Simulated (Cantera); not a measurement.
An isothermal, constant-pressure homogeneous reactor starts with 1.08 % C₂H₆, 98.9 % N₂, at 1775 K and 900 Pa.

Model: GRI-Mech 3.0 (53 species, 325 reactions), integrated in Cantera. GRI-Mech 3.0 stops at C3 and has no aromatics, soot or wall deposition, so with more carbon than oxygen in the feed, carbon stays in small species such as C2H2 where larger ones or solid carbon would form. Radical loss at walls, strong at low pressure, is not modelled.

Problem. Predict: x(HCN) at 70.0 s; x(CH₄) at 70.0 s; x(H) at 70.0 s; x(H₂) at 70.0 s; x(C₂H) at 70.0 s.

Solution. 
* **x(HCN) at 70.0 s**: 0.000139 (gas-phase equilibrium 0.0190)
* **x(CH₄) at 70.0 s**: 4.89e-8 (gas-phase equilibrium 6.03e-8)
* **x(H) at 70.0 s**: 0.000440 (gas-phase equilibrium 0.000443)
* **x(H₂) at 70.0 s**: 0.0208 (gas-phase equilibrium 0.0208)
* **x(C₂H) at 70.0 s**: 1.74e-6 (gas-phase equilibrium 1.71e-7)
